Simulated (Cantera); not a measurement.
## Premixed flame

A freely propagating, adiabatic, planar premixed flame of H2 : O2 : N2 = 1 : 0.185 : 0.696 (molar parts), unburnt at 325 K and 2.60 bar; mixture-averaged transport, grid criteria slope 0.08 and curve 0.16, no radiation.

Cantera simulation using the H2/O2 subset of GRI-Mech 3.0, which has no nitrogen chemistry; the numbers are that mechanism's predictions, not measurements. The hydrogen kinetics of GRI-Mech 3.0 are dated; newer H2 mechanisms differ, most at raised pressure. Burning velocities carry a grid error of a few per cent, more on coarse grids.

| z (mm) | T (K) | u (m/s) | x H2 | x O2 | x H2O | x H | x HO2 | x O |
|---|---|---|---|---|---|---|---|---|
| -0.341 | 325 | 2.73 | 0.532 | 0.0984 | <1e-8 | <1e-8 | <1e-8 | <1e-8 |
| -0.227 | 325 | 2.73 | 0.532 | 0.0984 | 3.27e-8 | <1e-8 | <1e-8 | <1e-8 |
| -0.170 | 325 | 2.73 | 0.532 | 0.0984 | 6.25e-7 | <1e-8 | 4.18e-8 | <1e-8 |
| -0.114 | 328 | 2.75 | 0.531 | 0.0986 | 1.42e-5 | <1e-8 | 1.10e-6 | 3.02e-8 |
| -0.0568 | 415 | 3.40 | 0.517 | 0.100 | 0.00290 | 1.18e-5 | 0.000315 | 4.19e-6 |
| -0.0284 | 723 | 5.73 | 0.484 | 0.0915 | 0.0299 | 0.00212 | 0.000507 | 0.000110 |
| 0 | 1083 | 8.40 | 0.436 | 0.0685 | 0.0825 | 0.0124 | 0.000205 | 0.000522 |
| 0.0284 | 1336 | 10.3 | 0.390 | 0.0381 | 0.142 | 0.0267 | 9.46e-5 | 0.000910 |
| 0.0568 | 1479 | 11.4 | 0.361 | 0.0161 | 0.183 | 0.0356 | 3.79e-5 | 0.000659 |
| 0.114 | 1597 | 12.3 | 0.347 | 0.00232 | 0.210 | 0.0368 | 5.13e-6 | 0.000176 |
| 0.227 | 1680 | 12.9 | 0.350 | 0.000111 | 0.215 | 0.0287 | 2.39e-7 | 6.04e-5 |
| 0.454 | 1750 | 13.3 | 0.356 | 9.12e-6 | 0.216 | 0.0194 | 2.87e-8 | 2.97e-5 |
| 0.909 | 1802 | 13.7 | 0.361 | 3.44e-6 | 0.217 | 0.0120 | 1.24e-8 | 1.23e-5 |
x: mole fraction of selected species; z is measured from the peak of heat release.

The laminar burning velocity is 273 cm/s, the thermal thickness is 0.114 mm and the peak x(H) comes out as 0.0379. The peak x(HO2) is 0.000689. The peak x(O) is 0.000912 and the grid points is 117.
